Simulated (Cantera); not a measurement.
A perfectly stirred reactor is fed with C2H6 : H2 = 1 : 91 (molar parts), at 2670 Pa; it is held at 1373 K, and followed from long to short residence time.

Model: GRI-Mech 3.0 (53 species, 325 reactions), integrated in Cantera. GRI-Mech 3.0 stops at C3 and has no aromatics, soot or wall deposition, so with more carbon than oxygen in the feed, carbon stays in small species such as C2H2 where larger ones or solid carbon would form. Radical loss at walls, strong at low pressure, is not modelled.

### Question
Predict: x(C2H6) at τ = 1.50 s; x(H2) at τ = 1.50 s; x(C2H4) at τ = 1.50 s; x(CH4) at τ = 1.50 s; x(H) at τ = 1.50 s; x(C2H6) at τ = 39.0 ms; x(H2) at τ = 39.0 ms; x(C2H4) at τ = 39.0 ms; x(CH4) at τ = 39.0 ms; x(H) at τ = 39.0 ms.

### Answer
```
Property                  Result
----------------------  --------
x(C2H6) at τ = 1.50 s    4.10e-5
x(H2) at τ = 1.50 s        0.986
x(C2H4) at τ = 1.50 s   0.000684
x(CH4) at τ = 1.50 s     0.00606
x(H) at τ = 1.50 s      0.000125
x(C2H6) at τ = 39.0 ms  0.000777
x(H2) at τ = 39.0 ms       0.985
x(C2H4) at τ = 39.0 ms   0.00365
x(CH4) at τ = 39.0 ms    0.00749
x(H) at τ = 39.0 ms     0.000237
```
